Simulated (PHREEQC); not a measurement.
Na2SO4 is added in steps, without added water, to 1 kg of water holding 2.7 mol/kgw KCl, 0.035 mol/kgw K2SO4 and 0.0012 mol/kgw H4SiO4, at 25 °C. No CO2 enters from the air. The run lets Arcanite, Glaserite, Halite, Mirabilite, Misenite, SiO2(a), Sylvite, Thenardite precipitate or redissolve, and no other solid.

Base run: PHREEQC, Pitzer model, pitzer.dat. Each further column changes one thing. The table gives pH.

| Na2SO4 added (mol) | base | database wateq4f.dat | database phreeqc.dat | database phreeqc.dat, Davies equation for every ion |
|---|---|---|---|---|
| 0 | 6.16 | 6.80 | 6.26 | 6.34 |
| 0.2333 | 6.31 | 6.92 | 6.32 | 6.50 |
| 0.4667 | 6.32 | 6.99 | 6.35 | 6.59 |
| 0.8167 | 6.35 | 7.05 | 6.37 | 6.67 |
| 1.05 | 6.34 | 7.07 | 6.38 | 6.71 |
| 1.283 | 6.34 | 7.09 | 6.38 | 6.75 |
| 1.517 | 6.34 | 7.11 | 6.38 | 6.78 |
| 1.75 | 6.35 | 7.12 | 6.38 | 6.80 |
| 1.983 | 6.35 | 7.13 | 6.37 | 6.82 |
| 2.333 | 6.35 | 7.12 | 6.37 | 6.85 |
| 2.567 | 6.36 | 7.12 | 6.37 | 6.86 |
| 2.8 | 6.36 | 7.12 | 6.37 | 6.88 |

In brines, pH and single-ion activities rest on the MacInnes convention. The ionic strength passes 0.7 mol/kgw, the rough limit of the ion-association models, in part of: database wateq4f.dat; database phreeqc.dat; database phreeqc.dat, Davies equation for every ion. pitzer.dat has no redox and few complexes: it carries them in its interaction parameters. phreeqc.dat and wateq4f.dat share most of their constants, so their agreement is no independent check. Solids allowed in the column 'database wateq4f.dat': Quartz, Halite, Mirabilite. Solids allowed in the column 'database phreeqc.dat': SiO2(a), Halite, Sylvite. Solids allowed in the column 'database phreeqc.dat, Davies equation for every ion': SiO2(a), Halite, Sylvite.
